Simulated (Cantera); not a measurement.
Feed: 1 mol CH₃SiCl₃, 0.075 mol C₂H₂, 290 mol H₂, equilibrated at 30000 Pa.

Method: chemical equilibrium by Gibbs-energy minimisation in Cantera with the NASA 1993 tables (ideal gas, pure condensed phases). Candidate condensed phases: C, C₆H₆, C₇H₈, C₈H₁₈, Si, SiC; 109 gas species. The feed counts by its element totals alone. Gases not in the tables: Si₂H₆ and higher silanes. Kinetics and transport are ignored.

Problem. Which condensed phases are stable at each of these points (T (K)): 1073, 1173, 1273, 1373, 1473, 1573, 1673, 1773, 1873, 1973, 2073, 2173, 2273?

Solution. 
```
T (K)      condensed phases  Si condensed (%)
-----  --------------------  ----------------
1073                 SiC(s)              98.2
1173                 SiC(s)              99.7
1273                 SiC(s)              99.8
1373                 SiC(s)              99.9
1473                 SiC(s)              99.9
1573                 SiC(s)              99.9
1673   C(graphite) + SiC(s)              99.8
1773                 SiC(s)              99.8
1873                 SiC(s)              99.5
1973                 SiC(s)              98.7
2073                 SiC(s)              96.2
2173                 SiC(s)              88.0
2273                 SiC(s)              64.9
```

From 1073 K to 1573 K the condensed part is SiC(s). At 1673 K the condensed part is C(graphite) + SiC(s). From 1773 K to 2273 K the condensed part is SiC(s).
